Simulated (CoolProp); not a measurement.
Vapour-liquid equilibrium of R125 (1) + R227EA (2) at 0.0348 MPa; x and y are mole fractions of (1).

Computed with CoolProp (multi-fluid Helmholtz-energy mixture model, Lemmon 2005 and Lemmon 2016; pair parameters Bell 2016).

```csv
x,bubble temperature (K),y at the bubble point,dew temperature at overall composition x (K),liquid density (mol/L)
0.05,231.6,0.192,233.9,9.692
0.2,224.2,0.552,231.4,10.20
0.35,218.7,0.739,228.7,10.71
0.5,214.6,0.846,225.5,11.24
0.65,211.3,0.913,221.6,11.78
0.8,208.5,0.958,216.5,12.35
0.95,206.2,0.991,209.1,12.97
```

No azeotrope shows between x = 0.05 and 0.95.

The pair parameters rest on a limited set of measurements; away from them the model extrapolates.
